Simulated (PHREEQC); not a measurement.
Consider water at 80 °C with 0.0044 mol/kgw Na3PO4 and 0.0027 mol/kgw H2S. Closed to the air; pH follows from the charge balance.

All values are PHREEQC results (ion-association model, wateq4f.dat), not measurements.

**Question.** The ionic strength comes out as 0.0176 mol/kgw. What activity coefficients do H2PO4-, Na+, HPO4-2, NaHPO4-, PO4-3 get?

**Answer.** H2PO4- 0.87, Na+ 0.86, HPO4-2 0.56, NaHPO4- 0.87, PO4-3 0.28.

Precipitation was switched off in this run. H3PO4, which wateq4f.dat lacks, is added to it with the constant of phreeqc.dat. Constants without temperature data keep their 25 °C values here. The polysulfide entries of wateq4f.dat were taken out for this run.
